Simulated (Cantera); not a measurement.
**Diamond growth**

A diamond (100) surface in a fixed gas of H2 with x(CH4) = 0.0035, x(H) = 0.0014, x(CH3) = 6.9e-05, at 1075 K; coverages are run to steady state.

Detailed kinetics in Cantera: the Harris–Goodwin 1993 mechanism for the reconstructed diamond (100) surface.

```json
[
 {"P (Pa)": "330", "growth (µm/h)": "0.0173", "θ c6HH": "0.536", "θ c6H*": "0.0251", "θ c6*H": "0.422", "θ c6**": "0.0143", "θ c6HM": "0.00150"},
 {"P (Pa)": "610", "growth (µm/h)": "0.0481", "θ c6HH": "0.536", "θ c6H*": "0.0250", "θ c6*H": "0.421", "θ c6**": "0.0143", "θ c6HM": "0.00259"},
 {"P (Pa)": "1100", "growth (µm/h)": "0.129", "θ c6HH": "0.534", "θ c6H*": "0.0250", "θ c6*H": "0.420", "θ c6**": "0.0142", "θ c6HM": "0.00420"},
 {"P (Pa)": "2100", "growth (µm/h)": "0.371", "θ c6HH": "0.532", "θ c6H*": "0.0249", "θ c6*H": "0.418", "θ c6**": "0.0142", "θ c6HM": "0.00665"},
 {"P (Pa)": "3900", "growth (µm/h)": "0.952", "θ c6HH": "0.530", "θ c6H*": "0.0248", "θ c6*H": "0.417", "θ c6**": "0.0141", "θ c6HM": "0.00945"},
 {"P (Pa)": "7200", "growth (µm/h)": "2.23", "θ c6HH": "0.528", "θ c6H*": "0.0247", "θ c6*H": "0.415", "θ c6**": "0.0140", "θ c6HM": "0.0122"},
 {"P (Pa)": "13000", "growth (µm/h)": "4.73", "θ c6HH": "0.527", "θ c6H*": "0.0246", "θ c6*H": "0.413", "θ c6**": "0.0140", "θ c6HM": "0.0144"},
 {"P (Pa)": "25000", "growth (µm/h)": "10.1", "θ c6HH": "0.525", "θ c6H*": "0.0246", "θ c6*H": "0.412", "θ c6**": "0.0140", "θ c6HM": "0.0162"}
]
```
θ: site fractions in the mechanism's names (c6HH fully hydrogenated, c6H* and c6*H radical sites, c6** diradical, c6HM methylated).
